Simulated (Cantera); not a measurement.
An isothermal, constant-pressure homogeneous reactor starts with H₂ : O₂ : N₂ = 0.021 : 1 : 3.5 (molar parts), equivalence ratio 0.011, at 998 K and 1330 Pa. Integrator tolerance rtol = 1e-08.

Cantera simulation using GRI-Mech 3.0 (53 species, 325 reactions); the numbers are that mechanism's predictions, not measurements. Radical loss at walls, strong at low pressure, is not modelled.

### Question
What does this change do: temperature 998 to 1300 K?

### Answer
```
quantity                                           before                                     after
---------------  ----------------------------------------  ----------------------------------------
x(H₂) at 6.00 s  7.09e-8 (gas-phase equilibrium 7.13e-12)   1.06e-6 (gas-phase equilibrium 7.52e-9)
x(O₂) at 6.00 s       0.219 (gas-phase equilibrium 0.219)       0.219 (gas-phase equilibrium 0.219)
x(OH) at 6.00 s   6.17e-6 (gas-phase equilibrium 7.12e-8)   7.98e-5 (gas-phase equilibrium 6.76e-6)
x(NO) at 6.00 s   1.58e-8 (gas-phase equilibrium 3.12e-5)  1.70e-7 (gas-phase equilibrium 0.000403)
x(O) at 6.00 s   4.57e-6 (gas-phase equilibrium 6.04e-10)  0.000102 (gas-phase equilibrium 7.22e-7)
```

### Question
What does this change do: temperature 998 to 1325 K?

### Answer
| quantity | before | after |
|---|---|---|
| x(H₂) at 6.00 s | 7.09e-8 (gas-phase equilibrium 7.13e-12) | 1.27e-6 (gas-phase equilibrium 1.16e-8) |
| x(O₂) at 6.00 s | 0.219 (gas-phase equilibrium 0.219) | 0.219 (gas-phase equilibrium 0.219) |
| x(OH) at 6.00 s | 6.17e-6 (gas-phase equilibrium 7.12e-8) | 9.34e-5 (gas-phase equilibrium 8.98e-6) |
| x(NO) at 6.00 s | 1.58e-8 (gas-phase equilibrium 3.12e-5) | 2.16e-7 (gas-phase equilibrium 0.000473) |
| x(O) at 6.00 s | 4.57e-6 (gas-phase equilibrium 6.04e-10) | 0.000123 (gas-phase equilibrium 1.12e-6) |
